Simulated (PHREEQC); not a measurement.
A PHREEQC input (ion-association model, phreeqc.dat):

```
SOLUTION 1
  temp 20
  units mg/L
  pH 6.66
  pe 11.2
  Na 68.7
  K 3.62
  Ca 57.7
  Mg 16.9
  Cl 67.3 charge
  Li 0.1 charge
  S(6) 81.8 as SO4
  Alkalinity 210 as HCO3
  Zn 0.501
  Li 0.0103
  Br 0.71
  Cd 9.92
END
USE solution 1
EQUILIBRIUM_PHASES 1
  Quartz 0 0.5
  CO2(g) -3.4 10
END
```

The run finishes without an error or a warning.

Its last state differs from that of the intended input:

```
quantity                   as run  intended
------------------------  -------  --------
ionic strength (mol/kgw)  0.00981   0.00956
CdCl+ (mol/kgw)           9.53e-6   7.79e-6
CdOHCl (mol/kgw)          1.35e-6   1.11e-6
CdCl2 (mol/kgw)           7.55e-8   4.91e-8
ZnOHCl (mol/kgw)          7.71e-9   6.14e-9
SI of Cd(OH)2 (Cd(OH)2)     -0.76     -0.75
```

Task: One thing in the input isn't as intended. What explains the difference?

Result: This is not unique; one that fits is The fault: two constituents marked charge. The line should read `Cl 67.3` where the input has `Cl 67.3 charge / Li 0.1 charge`.
